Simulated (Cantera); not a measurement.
What does this Cantera script print?

```python
import numpy as np
import cantera as ct

gas_names = """
    TiCL4 CL
""".split()
cond_names = """
    Ti(a) Ti(b) Ti(L)
""".split()


def load(file, names, dense=False):
    # The tables refer to 1 bar. Condensed volumes are neglected.
    table = {s.name: s for s in ct.Species.list_from_file(file)}
    out = []
    for n in names:
        d = dict(table[n].input_data)
        d["thermo"] = dict(d["thermo"], **{"reference-pressure": 1e5})
        if dense:
            d["equation-of-state"] = {"model": "constant-volume", "density": "1e6 g/cm^3"}
        out.append(ct.Species.from_dict(d))
    return out


species = {s.name: s for s in load("nasa_gas.yaml", gas_names) + load("nasa_condensed.yaml", cond_names)}
# Each term lists the table entries of one substance; the one whose range holds T is used.
reactions = {
    'TiCl4(g) = 4 Cl(g) + Ti':
        [(-1, ['TiCL4']), (4, ['CL']), (1, ['Ti(a)', 'Ti(b)', 'Ti(L)'])],
}


def pick(names, T):
    return next(species[n] for n in names if species[n].thermo.min_temp <= T <= species[n].thermo.max_temp)


results = []
for label, terms in reactions.items():
    print(label)
    print("     T/K   dH/kJ  dS/(J/K)   dG/kJ   log10 K")
    for T in [300, 1323, 1373, 1423, 1473, 1523, 1573, 1623]:
        used = [(nu, pick(names, T)) for nu, names in terms]
        dH = sum(nu * s.thermo.h(T) for nu, s in used) / 1e6
        dS = sum(nu * s.thermo.s(T) for nu, s in used) / 1e3
        dG = dH - T * dS / 1e3
        logK = -dG * 1e6 / (ct.gas_constant * T * np.log(10))
        results.append((label, T, dH, dS, dG, logK, [s.name for _, s in used]))
        print(f"{T:8g} {dH:8.1f} {dS:8.1f} {dG:8.1f} {logK:8.2f}")
```

Output:

```
TiCl4(g) = 4 Cl(g) + Ti
     T/K   dH/kJ  dS/(J/K)   dG/kJ   log10 K
     300   1248.4    336.7   1147.4  -199.78
    1323   1267.4    362.5    787.8   -31.10
    1373   1268.0    362.9    769.7   -29.28
    1423   1268.5    363.3    751.5   -27.59
    1473   1269.1    363.7    733.4   -26.01
    1523   1269.7    364.1    715.2   -24.53
    1573   1270.4    364.5    696.9   -23.14
    1623   1271.0    364.9    678.7   -21.84
```

Source: NASA polynomial tables (part measured, part estimated), evaluated in Cantera. Condensed species are held in their standard states even where they would react or evaporate.
